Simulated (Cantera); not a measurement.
A perfectly stirred reactor is fed with C2H6 : H2 = 1 : 13 (molar parts), at 13300 Pa; it is held at 1898 K, and followed from long to short residence time.

Detailed kinetics in Cantera: GRI-Mech 3.0 (53 species, 325 reactions). GRI-Mech 3.0 stops at C3 and has no aromatics, soot or wall deposition, so with more carbon than oxygen in the feed, carbon stays in small species such as C2H2 where larger ones or solid carbon would form.

x: mole fraction; the columns are a selection and need not sum to one.

```
τ (s)        x C2H6   x H2      x C2H4    x C2H       x CH3
-------  ----------  -----  ----------  -------  ----------
1.2         9.32e-7  0.932     9.74e-5  1.76e-6    0.000236
0.28     (withheld)  0.929  (withheld)  1.74e-6  (withheld)
0.064    (withheld)  0.924  (withheld)  1.72e-6  (withheld)
0.015       6.17e-5  0.917    0.000409  1.73e-6     0.00175
0.0035     0.000226  0.907     0.00106  1.75e-6     0.00315
0.00082    0.000785  0.897     0.00265  1.70e-6     0.00536
0.00019     0.00273  0.889     0.00597  1.40e-6     0.00851
```

Problem. Fill in the missing entries.

Solution. 
- 0.28, x C2H6: 3.87e-6
- 0.28, x C2H4: 0.000113
- 0.28, x CH3: 0.000470
- 0.064, x C2H6: 1.60e-5
- 0.064, x C2H4: 0.000180
- 0.064, x CH3: 0.000929
